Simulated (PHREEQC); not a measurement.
Synthetic water in mg/kgw, 25 °C, pH 6.93, pe 2.3: Na 4.53; K 2.94; Ca 1.24; Mg 3.23; Cl 12.8; S(6) as SO4 1.53; Alkalinity as HCO3 12.7; Br 0.976; F 0.00233; Zn 0.0238; Li 0.0768.

Na is adjusted to close the charge balance.
Valence states are taken as typed.

Model: ion-association model, phreeqc.dat, run in PHREEQC.

No solid was allowed to form.

Task: Order these C species by the share of C that they hold, largest first: HCO3-, MgHCO3+, CO2.

Result: HCO3- (79 %), CO2 (20 %), MgHCO3+ (0.11 %)

The pH is 6.93 and the ionic strength 0.000791 mol/kgw.
